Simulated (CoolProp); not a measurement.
Vapour pressure (MPa) of R1336mzz(E): the reference equation beside estimates from Tc = 403.5 K, pc = 2.779 MPa, ω = 0.413.

Values from CoolProp's reference Helmholtz-energy equation of state, Akasaka 2023.

```json
[
 {"T (K)": "286.2", "reference": "0.1244", "Lee-Kesler": "0.1245", "van der Waals": "0.5954"},
 {"T (K)": "290.1", "reference": "0.1444", "Lee-Kesler": "0.1446", "van der Waals": "0.6373"},
 {"T (K)": "293.9", "reference": "0.1662", "Lee-Kesler": "0.1664", "van der Waals": "0.6799"},
 {"T (K)": "297.8", "reference": "0.1911", "Lee-Kesler": "0.1915", "van der Waals": "0.7256"},
 {"T (K)": "301.6", "reference": "0.2180", "Lee-Kesler": "0.2185", "van der Waals": "0.7719"},
 {"T (K)": "305.5", "reference": "0.2486", "Lee-Kesler": "0.2493", "van der Waals": "0.8213"},
 {"T (K)": "309.3", "reference": "0.2815", "Lee-Kesler": "0.2823", "van der Waals": "0.8714"},
 {"T (K)": "313.2", "reference": "0.3186", "Lee-Kesler": "0.3195", "van der Waals": "0.9248"},
 {"T (K)": "317", "reference": "0.3583", "Lee-Kesler": "0.3593", "van der Waals": "0.9788"},
 {"T (K)": "320.9", "reference": "0.4028", "Lee-Kesler": "0.4039", "van der Waals": "1.036"},
 {"T (K)": "324.7", "reference": "0.4501", "Lee-Kesler": "0.4513", "van der Waals": "1.094"}
]
```

Absolute difference from the reference over all 11 rows, mean and median: Lee-Kesler 0.2 and 0.3 %, van der Waals 242.4 and 230.4 %.
